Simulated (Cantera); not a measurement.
A Cantera script and what it prints.

```python
import numpy as np
import cantera as ct

gas_names = """
    B BH BH2 BH3 BN B2 H H2 N NH NH2 NH3 N2 N2H2 N2H4
""".split()
cond_names = """
    B(b) B(L) BN(s)
""".split()


def load(file, names, dense=False):
    # The tables refer to 1 bar. Condensed volumes are neglected.
    table = {s.name: s for s in ct.Species.list_from_file(file)}
    out = []
    for n in names:
        d = dict(table[n].input_data)
        d["thermo"] = dict(d["thermo"], **{"reference-pressure": 1e5})
        if dense:
            d["equation-of-state"] = {"model": "constant-volume", "density": "1e6 g/cm^3"}
        out.append(ct.Species.from_dict(d))
    return out


gas = ct.Solution(thermo="ideal-gas", species=load("nasa_gas.yaml", gas_names))
cond = {s.name: ct.Solution(thermo="fixed-stoichiometry", species=[s], name=s.name)
        for s in load("nasa_condensed.yaml", cond_names, dense=True)}
atoms = {
    'B': {'B': 1},
    'NH3': {'N': 1, 'H': 3},
}
top_T = {'BN(s)': 3200}  # K; cautious upper limits of use, not melting points


def equilibrate(T, P, feed):
    n = {}
    for name, mol in feed.items():
        for a, k in atoms[name].items():
            n[a] = n.get(a, 0.0) + k * mol
    gas.TPX = T, P, n
    mass = sum(n.values()) * gas.mean_molecular_weight
    gas.equilibrate("TP")
    valid = [c for c in cond.values() if c.min_temp <= T <= top_T.get(c.name, c.max_temp)]
    mix = ct.Mixture([(gas, mass / gas.mean_molecular_weight)] + [(c, 0.0) for c in valid])
    mix.T, mix.P = T, P
    mix.equilibrate("TP", solver="vcs", rtol=1e-11, max_steps=5000)
    return mix


results = []
feed = {'B': 1, 'NH3': 0.15}  # mol
T = 1848.15  # K
for P in [10, 28, 77, 220, 600, 1700, 4600, 13000, 36000, 100000]:
    mix = equilibrate(T, P, feed)
    results.append((T, P, feed, dict(zip(mix.species_names, mix.species_moles))))

top = {s: max(r[3][s] / sum(r[3][g] for g in gas_names) for r in results) for s in gas_names}
cols = sorted((s for s in top if top[s] > 0.0001), key=lambda s: -top[s])[:6]
seen = [c for c in cond_names if any(r[3].get(c, 0) > 1e-12 for r in results)]
print("log10 of partial pressures in bar; condensed amounts in mol")
print(f"{'P/Pa':>10s}" + "".join(f"{s[:9]:>10s}" for s in cols + seen))
for T, P, feed, n in results:
    ng = sum(n[g] for g in gas_names)
    print(f"{P:10.4g}" + "".join(f"{np.log10(max(n[s] / ng * P / 1e5, 1e-99)):10.3f}" for s in cols)
          + "".join(f"{n.get(c, 0):10.4g}" for c in seen))
```

Output:

```
log10 of partial pressures in bar; condensed amounts in mol
      P/Pa        H2        N2         H       BH2      B(b)     BN(s)
        10    -4.071    -4.995    -5.310    -7.811     0.902   0.09796
        28    -3.583    -4.995    -5.067    -7.323    0.8671    0.1329
        77    -3.128    -4.995    -4.839    -6.868     0.856     0.144
       220    -2.665    -4.995    -4.607    -6.405     0.852    0.1479
       600    -2.226    -4.995    -4.388    -5.966    0.8507    0.1492
      1700    -1.772    -4.995    -4.161    -5.512    0.8502    0.1497
      4600    -1.338    -4.995    -3.944    -5.079    0.8501    0.1499
   1.3e+04    -0.887    -4.995    -3.718    -4.627      0.85      0.15
   3.6e+04    -0.444    -4.995    -3.497    -4.185      0.85      0.15
     1e+05    -0.000    -4.995    -3.275    -3.741      0.85      0.15
```

Cantera equilibrium calculation (NASA polynomials, part measured and part estimated; ideal gas, pure solids and liquids). Mutual solubility and eutectic melting of coexisting phases are not modelled. The tables' values for BH2 are old estimates; treat these amounts as uncertain. Gases not in the tables: B2H6 and higher boranes.
